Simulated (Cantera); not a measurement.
# Low-pressure radical oxidation in H2/O2

An isothermal, constant-pressure homogeneous reactor starts with 3.66 % H₂, 96.3 % O₂, equivalence ratio 0.019, at 1250 K and 4000 Pa.

Cantera simulation using the H2/O2 subset of GRI-Mech 3.0, which has no nitrogen chemistry; the numbers are that mechanism's predictions, not measurements. Radical loss at walls, strong at low pressure, is not modelled. The temperature is held fixed by assumption; the heat of reaction is taken as removed at once.

```
t (s)         x H₂   x O₂    x HO₂      x OH    x H₂O₂       x O    x H₂O
--------  --------  -----  -------  --------  --------  --------  -------
0.000100    0.0366  0.963  2.44e-8   3.73e-8  1.62e-11   5.02e-8  4.60e-8
0.000246    0.0366  0.963  6.68e-8   7.11e-7  1.00e-10   1.00e-6  1.29e-6
0.000605    0.0349  0.962  4.27e-6  0.000627   1.38e-8  0.000906  0.00123
0.00149   0.000552  0.936  6.96e-6   0.00310   1.94e-7    0.0242   0.0327
0.00366   0.000359  0.942  6.21e-6   0.00257   1.74e-7    0.0183   0.0340
0.00902   0.000200  0.952  4.98e-6   0.00192   1.62e-7   0.00996   0.0354
0.0222     7.08e-5  0.959  3.07e-6   0.00115   1.27e-7   0.00348   0.0365
0.0546     1.71e-5  0.962  1.34e-6  0.000567   7.50e-8  0.000841   0.0370
0.134      3.56e-6  0.962  4.37e-7  0.000261   3.42e-8  0.000177   0.0372
0.330      7.84e-7  0.963  1.27e-7  0.000124   1.32e-8   3.93e-5   0.0372
0.813      1.99e-7  0.963  4.05e-8   6.27e-5   4.82e-9   1.01e-5   0.0373
2.00       5.89e-8  0.963  1.82e-8   3.43e-5   1.77e-9   3.02e-6   0.0373
```
x: mole fraction; the columns are a selection and need not sum to one.

Equilibrium at this temperature and pressure: H₂ 6.60e-9, O₂ 0.963, HO₂ 1.96e-8, OH 1.15e-5, H₂O₂ 2.70e-10, O 3.42e-7, H₂O 0.0373 (gas phase only).
